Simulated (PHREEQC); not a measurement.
Consider water at 8.9 °C with 0.0064 mol/kgw HBF4 and 0.00029 mol/kgw NaF. Closed to the air; pH follows from the charge balance.

Computed with PHREEQC (ion-association model, phreeqc.dat).

```json
{
 "pH": "2.26",
 "ionic_strength": "0.00616 mol/kgw",
 "total_alkalinity": "-25.6 meq/kg"
}
```

```csv
species,molality,activity,log γ
H+,0.00587,0.00546,-0.032
BF4-,0.00505,0.00466,-0.035
HF,0.00377,0.00377,0.001
H3BO3,0.000911,0.000912,0.001
F-,0.000662,0.000610,-0.036
BF3OH-,0.000365,0.000336,-0.035
Na+,0.000290,0.000268,-0.035
BF2(OH)2-,7.32e-5,6.75e-5,-0.035
HF2-,8.16e-6,7.52e-6,-0.035
BF(OH)3-,2.01e-7,1.85e-7,-0.035
NaF,9.37e-8,9.38e-8,0.001
```

Precipitation was switched off in this run. Away from 25 °C the constants follow the database's enthalpies or fits; those with neither stay at their 25 °C values. Real BF4- forms and hydrolyses slowly; the run takes it at equilibrium.
